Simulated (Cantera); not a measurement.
A perfectly stirred reactor is fed with 21.4 % H₂, 15.8 % O₂, 59.2 % N₂, 3.64 % H₂O, at 59000 Pa; it is adiabatic with a 450 K inlet, and is followed from long to short residence time, starting on the burning branch (τ in s: 0.038, 0.018, 0.0089, 0.0043, 0.0021, 0.00099, 0.00048, 0.00023, 0.00011, 5.4e-05).

Detailed kinetics in Cantera: the H2/O2 subset of GRI-Mech 3.0, which has no nitrogen chemistry.

Task: Predict: blow-out, bracketed by the residence times tried; x(H₂) at τ = 38.0 ms; x(O₂) at τ = 38.0 ms; x(H₂O) at τ = 38.0 ms; x(O) at τ = 38.0 ms; x(H₂O₂) at τ = 38.0 ms; x(H₂) at τ = 0.990 ms; x(O₂) at τ = 0.990 ms; x(H₂O) at τ = 0.990 ms; x(O) at τ = 0.990 ms; x(H₂O₂) at τ = 0.990 ms.

Result: 
```json
{
 "blow_out_bracketed_by_the_residence_times_tried": "burning at 54.0 µs, the shortest tried",
 "x(H₂) at τ = 38.0 ms": "0.00167",
 "x(O₂) at τ = 38.0 ms": "0.0555",
 "x(H₂O) at τ = 38.0 ms": "0.276",
 "x(O) at τ = 38.0 ms": "0.000743",
 "x(H₂O₂) at τ = 38.0 ms": "1.40e-7",
 "x(H₂) at τ = 0.990 ms": "0.0122",
 "x(O₂) at τ = 0.990 ms": "0.0577",
 "x(H₂O) at τ = 0.990 ms": "0.254",
 "x(O) at τ = 0.990 ms": "0.00575",
 "x(H₂O₂) at τ = 0.990 ms": "5.67e-7"
}
```
